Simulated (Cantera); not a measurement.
An isothermal, constant-pressure homogeneous reactor starts with 1.61 % H2, 98.4 % O2, equivalence ratio 0.0082, at 1150 K and 1200 Pa.

Computed with Cantera and GRI-Mech 3.0 (53 species, 325 reactions). Radical loss at walls, strong at low pressure, is not modelled.

x: mole fraction; the columns are a selection and need not sum to one.

```json
[
 {"t (s)": "0.000100", "x H2": "0.0161", "x O2": "0.984", "x HO2": "4.89e-10", "x OH": "2.38e-10", "x H": "2.67e-10", "x H2O2": "<1e-12", "x H2O": "3.65e-11"},
 {"t (s)": "0.000378", "x H2": "0.0161", "x O2": "0.984", "x HO2": "1.85e-9", "x OH": "[?]", "x H": "7.09e-10", "x H2O2": "<1e-12", "x H2O": "1.06e-9"},
 {"t (s)": "0.00143", "x H2": "0.0161", "x O2": "0.984", "x HO2": "7.17e-9", "x OH": "[?]", "x H": "8.81e-9", "x H2O2": "3.72e-12", "x H2O": "4.71e-8"},
 {"t (s)": "0.00541", "x H2": "0.0156", "x O2": "0.983", "x HO2": "9.40e-7", "x OH": "[?]", "x H": "5.86e-5", "x H2O2": "1.43e-9", "x H2O": "0.000362"},
 {"t (s)": "0.0205", "x H2": "0.000101", "x O2": "0.971", "x HO2": "1.48e-6", "x OH": "[?]", "x H": "0.00103", "x H2O2": "2.76e-8", "x H2O": "0.0150"},
 {"t (s)": "0.0775", "x H2": "6.38e-5", "x O2": "0.976", "x HO2": "1.23e-6", "x OH": "[?]", "x H": "0.000509", "x H2O2": "2.72e-8", "x H2O": "0.0154"},
 {"t (s)": "0.293", "x H2": "1.92e-5", "x O2": "0.981", "x HO2": "7.04e-7", "x OH": "[?]", "x H": "8.26e-5", "x H2O2": "2.39e-8", "x H2O": "0.0159"},
 {"t (s)": "1.11", "x H2": "2.52e-6", "x O2": "0.983", "x HO2": "2.19e-7", "x OH": "[?]", "x H": "3.97e-6", "x H2O2": "1.36e-8", "x H2O": "0.0161"},
 {"t (s)": "4.19", "x H2": "2.53e-7", "x O2": "0.984", "x HO2": "4.10e-8", "x OH": "[?]", "x H": "1.29e-7", "x H2O2": "4.12e-9", "x H2O": "0.0162"},
 {"t (s)": "15.9", "x H2": "3.11e-8", "x O2": "0.984", "x HO2": "7.12e-9", "x OH": "[?]", "x H": "5.66e-9", "x H2O2": "8.63e-10", "x H2O": "0.0162"},
 {"t (s)": "60.0", "x H2": "5.21e-9", "x O2": "0.984", "x HO2": "2.35e-9", "x OH": "[?]", "x H": "3.94e-10", "x H2O2": "1.81e-10", "x H2O": "0.0162"}
]
```

Q: Complete the blanks.

A: 
- 0.000378, x OH: 1.71e-9
- 0.00143, x OH: 2.97e-8
- 0.00541, x OH: 0.000191
- 0.0205, x OH: 0.00101
- 0.0775, x OH: 0.000802
- 0.293, x OH: 0.000442
- 1.11, x OH: 0.000161
- 4.19, x OH: 5.16e-5
- 15.9, x OH: 1.82e-5
- 60.0, x OH: 7.49e-6
